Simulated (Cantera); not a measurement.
An isothermal, constant-pressure homogeneous reactor starts with NO : N2 = 1 : 0.38 (molar parts), at 1650 K and 2670 Pa. Integrator tolerance rtol = 1e-08.

Detailed kinetics in Cantera: GRI-Mech 3.0 (53 species, 325 reactions). Radical loss at walls, strong at low pressure, is not modelled.

Question: What does this change do: temperature 1650 to 1625 K?

Answer: 
```json
[
 {"quantity": "x(NO) at 70.0 s", "before": "0.622 (gas-phase equilibrium 0.00282)", "after": "0.646 (gas-phase equilibrium 0.00255)"},
 {"quantity": "x(N2) at 70.0 s", "before": "0.326 (gas-phase equilibrium 0.636)", "after": "0.314 (gas-phase equilibrium 0.636)"},
 {"quantity": "x(NO2) at 70.0 s", "before": "0.000169 (gas-phase equilibrium 2.13e-6)", "after": "0.000163 (gas-phase equilibrium 2.05e-6)"},
 {"quantity": "x(O2) at 70.0 s", "before": "0.0510 (gas-phase equilibrium 0.361)", "after": "0.0389 (gas-phase equilibrium 0.361)"},
 {"quantity": "x(O) at 70.0 s", "before": "4.11e-5 (gas-phase equilibrium 9.59e-5)", "after": "2.77e-5 (gas-phase equilibrium 7.21e-5)"}
]
```
